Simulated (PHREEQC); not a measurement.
Solution (25 °C): 0.083 mol/kgw H2SeO3. Closed to the air; pH follows from the charge balance.

The numbers come from PHREEQC with the ion-association model, wateq4f.dat.

The pH is 1.95 and the ionic strength is 0.0125 mol/kgw. The total alkalinity is -166 meq/kg.

| species | molality | activity | log γ |
|---|---|---|---|
| H2SeO3 | 0.0705 | 0.0707 | 0.001 |
| H+ | 0.0125 | 0.0113 | -0.043 |
| HSeO3- | 0.0125 | 0.0111 | -0.049 |
| SeO3-2 | 4.91e-9 | 3.12e-9 | -0.197 |

No solid was allowed to form.
